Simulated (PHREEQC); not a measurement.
Consider water at 25 °C with 0.0047 mol/kgw NaHSO4, 0.035 mol/kgw NaOH and 0.00062 mol/kgw LiCl. Closed to the air; pH follows from the charge balance.

All values are PHREEQC results (ion-association model, wateq4f.dat), not measurements.

```json
{
  "pH": "12.39",
  "ionic_strength": "0.0442 mol/kgw",
  "total_alkalinity": "30.3 meq/kg"
}
```

```
species  molality  activity   log γ
-------  --------  --------  ------
Na+        0.0393    0.0326  -0.081
OH-        0.0303    0.0248  -0.086
SO4-2     0.00429   0.00205  -0.321
Cl-      0.000620  0.000509  -0.086
Li+      0.000614  0.000516  -0.076
NaSO4-   0.000402  0.000336  -0.078
LiSO4-    5.55e-6   4.62e-6  -0.080
```

No solid was allowed to form.
